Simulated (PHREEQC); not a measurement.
A made-up water analysis in mg/L, 64 °C, pH 6.99, pe -1.4:

```json
[
 {"constituent": "Na", "mg/L": "2020"},
 {"constituent": "K", "mg/L": "570"},
 {"constituent": "Ca", "mg/L": "460"},
 {"constituent": "Mg", "mg/L": "476"},
 {"constituent": "Cl", "mg/L": "3620"},
 {"constituent": "S(6) as SO4", "mg/L": "2840"},
 {"constituent": "Alkalinity as HCO3", "mg/L": "29"},
 {"constituent": "Si as SiO2", "mg/L": "90.1"},
 {"constituent": "B", "mg/L": "1.46"},
 {"constituent": "N(-3) as NH4", "mg/L": "7.13"},
 {"constituent": "Li", "mg/L": "1.8"}
]
```

Valence states are taken as typed.

All values are PHREEQC results (ion-association model, phreeqc.dat), not measurements.

Each row changes one thing in this solution. No solid was allowed to form.

```
case                                         ionic strength (mol/kgw)  HCO3- (mol/kgw)  CO2 (mol/kgw)  MgHCO3+ (mol/kgw)  NH4SO4- (mol/kgw)  CaHCO3+ (mol/kgw)  SI of Gypsum (CaSO4:2H2O)  SI of Chalcedony (SiO2)
-------------------------------------------  ------------------------  ---------------  -------------  -----------------  -----------------  -----------------  -------------------------  -----------------------
as made                                                         0.175         0.000387        5.58e-5            2.31e-5            1.89e-5            1.80e-5                      -0.26                    +0.35
pH from 6.99 to 7.29 at the same alkalinity                     0.175         0.000350        2.53e-5            2.09e-5            1.82e-5            1.64e-5                      -0.26                    +0.35
Si from 90.1 to 45 mg/L                                         0.175         0.000390        5.64e-5            2.33e-5            1.89e-5            1.82e-5                      -0.26                    +0.05
pH from 6.99 to 7.49 at the same alkalinity                     0.175         0.000311        1.42e-5            1.86e-5            1.75e-5            1.45e-5                      -0.26                    +0.34
```

Some of these states are supersaturated (in Quartz (slow to form), Chalcedony (slow to form), for instance). Away from 25 °C the constants follow the database's enthalpies or fits; those with neither stay at their 25 °C values.
